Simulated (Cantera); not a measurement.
A Cantera script and what it prints.

```python
import numpy as np
import cantera as ct

gas_names = """
    H HNO HNO2 HNO3 HO2 H2 H2O H2O2 N NH NH2 NH3 NH2OH NO NO2 NO3 N2 N2H2 N2H4 N2O O OH O2 O3 Zr ZrN ZrO
    ZrO2
""".split()
cond_names = """
    H2O(s) H2O(L) Zr(a) Zr(b) Zr(L) ZrN(s) ZrN(L) ZrO2(a) ZrO2(b) ZrO2(L)
""".split()


# ... load() reads the species with a 1 bar reference pressure and builds the phases ...
atoms = {
    'ZrO2': {'Zr': 1, 'O': 2},
    'H2': {'H': 2},
    'N2': {'N': 2},
}
top_T = {}  # K; cautious upper limits of use, not melting points


# ... equilibrate(T, P, feed) seeds the gas with the atoms and calls Mixture.equilibrate('TP', solver="vcs", rtol=1e-11, max_steps=5000) ...
results = []
feed = {'ZrO2': 1, 'H2': 23, 'N2': 5.2}  # mol
T = 1448  # K
for P in [10, 42, 180, 750, 3200, 13000, 56000, 240000, 1000000]:
    mix = equilibrate(T, P, feed)
    results.append((T, P, feed, dict(zip(mix.species_names, mix.species_moles))))
    x = sorted(zip(gas.X, gas.species_names), reverse=True)
    print(f"T = {T:g} K  P = {P:g} Pa  gas = {mix.phase_moles(0):.4g} mol")
    print("   x: " + "  ".join(f"{s} {v:.3e}" for v, s in x if v > 0.0001))
    print("   condensed (mol): " + ("  ".join(f"{mix.phase(i).name} {mix.phase_moles(i):.4g}"
          for i in range(1, mix.n_phases) if mix.phase_moles(i) > 1e-12) or "none"))
```

It prints:

```
T = 1448 K  P = 10 Pa  gas = 28.21 mol
   x: H2 8.148e-01  N2 1.843e-01  H 8.320e-04
   condensed (mol): ZrN(s) 1.527e-05  ZrO2(a) 1
T = 1448 K  P = 42 Pa  gas = 28.21 mol
   x: H2 8.152e-01  N2 1.844e-01  H 4.061e-04
   condensed (mol): ZrN(s) 2.187e-05  ZrO2(a) 1
T = 1448 K  P = 180 Pa  gas = 28.2 mol
   x: H2 8.154e-01  N2 1.844e-01  H 1.962e-04
   condensed (mol): ZrN(s) 3.147e-05  ZrO2(a) 1
T = 1448 K  P = 750 Pa  gas = 28.2 mol
   x: H2 8.155e-01  N2 1.844e-01
   condensed (mol): ZrN(s) 4.496e-05  ZrO2(a) 1
T = 1448 K  P = 3200 Pa  gas = 28.2 mol
   x: H2 8.156e-01  N2 1.844e-01
   condensed (mol): ZrN(s) 6.462e-05  ZrO2(a) 0.9999
T = 1448 K  P = 13000 Pa  gas = 28.2 mol
   x: H2 8.156e-01  N2 1.844e-01
   condensed (mol): ZrN(s) 9.175e-05  ZrO2(a) 0.9999
T = 1448 K  P = 56000 Pa  gas = 28.2 mol
   x: H2 8.156e-01  N2 1.844e-01
   condensed (mol): ZrN(s) 0.0001322  ZrO2(a) 0.9999
T = 1448 K  P = 240000 Pa  gas = 28.2 mol
   x: H2 8.155e-01  N2 1.844e-01
   condensed (mol): ZrN(s) 0.0001902  ZrO2(a) 0.9998
T = 1448 K  P = 1e+06 Pa  gas = 28.19 mol
   x: H2 8.154e-01  N2 1.843e-01  NH3 2.303e-04
   condensed (mol): ZrN(s) 0.0002716  ZrO2(a) 0.9997
```

Method: chemical equilibrium by Gibbs-energy minimisation in Cantera with the NASA 1993 tables (ideal gas, pure condensed phases). Mutual solubility and eutectic melting of coexisting phases are not modelled. ZrN: taken at fixed stoichiometry. Condensed phases not in the tables: solid solutions among these carbides, nitrides and lower oxides.
